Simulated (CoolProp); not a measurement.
Vapour-liquid equilibrium of CH2F2 (R32) (1) + R152A (2) at -63.15 °C; x and y are mole fractions of (1).

Model: multi-fluid Helmholtz-energy mixture model, Tillner-Roth 1997 and Outcalt 1996; pair parameters Bell 2016, in CoolProp.

| x | bubble pressure, mixture model (kPa) | bubble pressure, Raoult's law (kPa) | y, mixture model | y, Raoult's law |
|---|---|---|---|---|
| 0.05 | 14.56 | 14.34 | 0.200 | 0.190 |
| 0.125 | 17.96 | 17.50 | 0.400 | 0.388 |
| 0.2 | 21.28 | 20.66 | 0.535 | 0.526 |
| 0.275 | 24.53 | 23.81 | 0.632 | 0.628 |
| 0.35 | 27.71 | 26.97 | 0.706 | 0.705 |
| 0.425 | 30.85 | 30.13 | 0.764 | 0.767 |
| 0.5 | 33.94 | 33.29 | 0.812 | 0.816 |
| 0.575 | 37.00 | 36.45 | 0.852 | 0.857 |
| 0.65 | 40.05 | 39.61 | 0.886 | 0.892 |
| 0.725 | 43.09 | 42.76 | 0.916 | 0.921 |
| 0.8 | 46.14 | 45.92 | 0.942 | 0.947 |
| 0.875 | 49.19 | 49.08 | 0.965 | 0.969 |
| 0.95 | 52.27 | 52.24 | 0.987 | 0.988 |

The largest gap from Raoult's law is +3.0 % in bubble pressure, at x = 0.2. No azeotrope shows between x = 0.05 and 0.95.

Pair parameters are fitted to limited data, so mixtures are less certain than the pure fluids.
